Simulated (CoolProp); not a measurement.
Aqueous lithium chloride as a coolant, 8 % by mass, freezing at -9.1 °C, 1 atm.

Values from CoolProp's Melinder's fits for secondary coolants.

```
T (°C)  density (kg/m³)  conductivity (W/(m K))  viscosity (mPa s)  cp (kJ/(kg K))
------  ---------------  ----------------------  -----------------  --------------
-3.9               1048                   0.540               2.56           3.740
1.5                1048                   0.549               2.15           3.745
7                  1047                   0.558               1.82           3.751
12.4               1046                   0.566               1.58           3.756
17.8               1045                   0.575               1.38           3.763
23.2               1043                   0.583               1.22           3.769
28.7               1042                   0.592               1.09           3.776
34.1               1040                   0.600              0.971           3.783
39.5               1038                   0.608              0.870           3.790
```
